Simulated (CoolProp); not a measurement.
Vapour-liquid equilibrium of CH2F2 (R32) (1) + dimethyl ether (2) at 1230 kPa; x and y are mole fractions of (1).

Computed with CoolProp (multi-fluid Helmholtz-energy mixture model, Tillner-Roth 1997 and Wu 2011; pair parameters Bell 2016).

Question: Give the bubble temperature and the first vapour's composition at x = 0.05, 0.275, 0.5. Is there an azeotrope?

Answer: x = 0.05: 323.5 K, y = 0.096; x = 0.275: 311.9 K, y = 0.456; x = 0.5: 302.0 K, y = 0.699. No azeotrope shows between x = 0.05 and 0.95.

The pair parameters rest on a limited set of measurements; away from them the model extrapolates.
